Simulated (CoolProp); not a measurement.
Vapour-liquid equilibrium of benzene (1) + p-xylene (2) at 11.4 bar; x and y are mole fractions of (1).

Values from CoolProp's multi-fluid Helmholtz-energy mixture model, Thol 2012 and Zhou 2012; pair parameters Bell 2016.

Give the bubble temperature and the first vapour's composition at x = 0.125, 0.275, 0.65. Is there an azeotrope?

x = 0.125: 247.1 °C, y = 0.237; x = 0.275: 233.6 °C, y = 0.469; x = 0.65: 205.4 °C, y = 0.830. No azeotrope shows between x = 0.05 and 0.95.

The pair parameters rest on a limited set of measurements; away from them the model extrapolates.
